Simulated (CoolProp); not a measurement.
Values from CoolProp's reference Helmholtz-energy equation of state, Thol 2018.

Question: Give the vapour pressure (kPa), liquid density (kg/m³), vapour density (kg/m³), enthalpy of vaporisation (kJ/kg) of saturated hydrogen chloride at 220.8 K.

Answer: 
```json
[
 {"T (K)": "220.8", "p (kPa)": "480", "liquid density (kg/m³)": "1100", "vapour density (kg/m³)": "10.4", "enthalpy of vaporisation (kJ/kg)": "405"}
]
```
